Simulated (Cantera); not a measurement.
Mixture: 6.28 % CH4, 19.6 % O2, 74.1 % N2, equivalence ratio 0.64, at 240000 Pa, adiabatic and at constant pressure. Ignition delay is the time to a rise of 400 K.

Cantera simulation using GRI-Mech 3.0 (53 species, 325 reactions); the numbers are that mechanism's predictions, not measurements.

**Question.** Predict: delay at 1275 K; delay at 1375 K; delay at 1475 K; delay at 1575 K; delay at 1675 K; apparent activation energy between 1575 and 1675 K.

**Answer.** 
```json
{
 "delay at 1275 K": "6.23 ms",
 "delay at 1375 K": "1.89 ms",
 "delay at 1475 K": "0.650 ms",
 "delay at 1575 K": "0.256 ms",
 "delay at 1675 K": "0.116 ms",
 "apparent activation energy between 1575 and 1675 K": "170 kJ/mol"
}
```
